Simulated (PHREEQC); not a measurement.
Dissolve 0.039 mol/kgw HNO3, 0.041 mol/kgw ZnSO4 and 0.00022 mol/kgw KCl at 35 °C. Closed to the air; pH follows from the charge balance.

The numbers come from PHREEQC with the ion-association model, phreeqc.dat.

```json
[
 {"quantity": "pH", "before": "1.70", "after": "2.77"},
 {"quantity": "ionic strength (mol/kgw)", "before": "0.126", "after": "0.0931"},
 {"quantity": "Zn+2 (mol/kgw)", "before": "0.0289", "after": "0.0232"},
 {"quantity": "HSO4- (mol/kgw)", "before": "0.0144", "after": "0.00187"},
 {"quantity": "SO4-2 (mol/kgw)", "before": "0.0133", "after": "0.0190"},
 {"quantity": "ZnSO4 (mol/kgw)", "before": "0.0110", "after": "0.0155"},
 {"quantity": "SI of Sylvite (KCl)", "before": "-8.55", "after": "-8.53"}
]
```

**Question.** Name the change that produced these shifts.
A. KCl from 0.00022 to 0.000198 mol/kgw
B. KCl from 0.00022 to 0.00044 mol/kgw
C. HNO3 from 0.039 to 0.0039 mol/kgw
D. ZnSO4 from 0.041 to 0.0451 mol/kgw

**Answer.** C, HNO3 from 0.039 to 0.0039 mol/kgw

No solid was allowed to form.
